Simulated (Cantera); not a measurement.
A closed system holds: 1 mol SiHCl3, 4.2 mol H2, equilibrated at 902 °C and 2300 Pa.

Equilibrium computed with Cantera from the NASA thermochemical tables; the gas is ideal and each condensed phase is pure. Candidate condensed phases: Si; 19 gas species. The tables' values for SiCl3 are old estimates; treat these amounts as uncertain. Rates play no part.

Base state: H2 0.780, HCl 0.0903, SiCl4 0.0764, SiCl2 0.0238, SiHCl3 0.0156, SiCl3 0.0136, SiH2Cl2 0.000407 (mole fractions); condensed: Si(s).

Task: What changes in the equilibrium state with this change: temperature from 902 °C to 977 °C?

Result: 
```
species       before     after
----------  --------  --------
H2             0.780     0.745
HCl           0.0903     0.123
SiCl4         0.0764    0.0510
SiCl2         0.0238    0.0507
SiHCl3        0.0156    0.0110
SiCl3         0.0136    0.0190
SiH2Cl2     0.000407  0.000325
Si(s), mol     0.268     0.236
```

Task: What changes in the equilibrium state with this change: temperature from 902 °C to 2327 °C?

Result: 
```tsv
species	before	after
H2	0.780	0.406
HCl	0.0903	0.238
H	7.14e-7	0.161
Si	<1e-9	0.0776
SiCl	8.97e-9	0.0140
Cl	7.22e-8	0.0661
SiCl4	0.0764	1.35e-7
SiHCl3	0.0156	2.25e-7
SiCl3	0.0136	9.07e-5
SiCl2	0.0238	0.0347
SiH	<1e-9	0.00171
Si2	<1e-9	0.000437
Si(s), mol	0.268	0
```
The tables' values for SiCl, SiCl3 are old estimates; treat these amounts as uncertain. Gases not in the tables: Si2H6 and higher silanes.
